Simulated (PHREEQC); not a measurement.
# Metal-bearing waste water: an equilibrium model

Consider water at 25 °C with 24 mmol/kgw Al2(SO4)3, 4.1 mmol/kgw CuCl2 and 1.2 mmol/kgw H2SO4. Closed to the air; pH follows from the charge balance.

Computed with PHREEQC (ion-association model, wateq4f.dat).

This is a speciation only: nothing precipitates in the calculation.

Task: Estimate the pH.

Result: pH 2.95.

Task: In which forms is Cu present?

Result: Cu+2 62 %, CuSO4 38 %, CuCl+ 0.5 % of the Cu.
